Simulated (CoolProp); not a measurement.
A Linde-Hampson liquefier for dry air: isothermal reversible compression at 230 K from 1 atm to 40 MPa, throttling to 1 atm, return gas leaving the recuperator 5 K below the feed. Each further row changes one setting.

The numbers come from the reference Helmholtz-energy equation of state, Lemmon 2000 in CoolProp. It is a pseudo-pure fit of the blend.

| case | liquid yield per pass | compression work (kJ/kg of gas) |
|---|---|---|
| as stated | 0.198 | 384 |
| as stated | 0.198 | 384 |
| high pressure 80 MPa | ___ | ___ |
| warm-end temperature 260 K | ___ | 443 |
| warm-end gap 10 K | 0.187 | 384 |

### Question
Complete the blanks.

### Answer

- high pressure 80 MPa, liquid yield per pass: 0.152
- high pressure 80 MPa, compression work (kJ/kg of gas): 452
- warm-end temperature 260 K, liquid yield per pass: 0.145
